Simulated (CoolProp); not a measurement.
n-butane along the isobar 4.87 bar: Z from the reference equation and from simpler models built on Tc = 152.0 °C, pc = 37.96 bar, ω = 0.201; each cubic takes its own stable root.

The numbers come from the reference Helmholtz-energy equation of state, Bücker 2006 in CoolProp.

| T (°C) | phase | reference | Pitzer virial | van der Waals | Soave-Redlich-Kwong | Peng-Robinson |
|---|---|---|---|---|---|---|
| 107.95 | gas | 0.9343 | 0.9361 | 0.9482 | 0.9352 | 0.9298 |
| 117.15 | gas | 0.9396 | 0.9410 | 0.9512 | 0.9401 | 0.9348 |
| 126.25 | gas | 0.9444 | 0.9453 | 0.9539 | 0.9445 | 0.9394 |
| 135.45 | gas | 0.9487 | 0.9493 | 0.9565 | 0.9486 | 0.9435 |
| 144.55 | gas | 0.9526 | 0.9529 | 0.9588 | 0.9522 | 0.9473 |
| 153.75 | gas | 0.9561 | 0.9563 | 0.9610 | 0.9556 | 0.9508 |
| 162.95 | gas | 0.9593 | 0.9593 | 0.9631 | 0.9588 | 0.9540 |
| 172.05 | gas | 0.9622 | 0.9621 | 0.9650 | 0.9616 | 0.9570 |
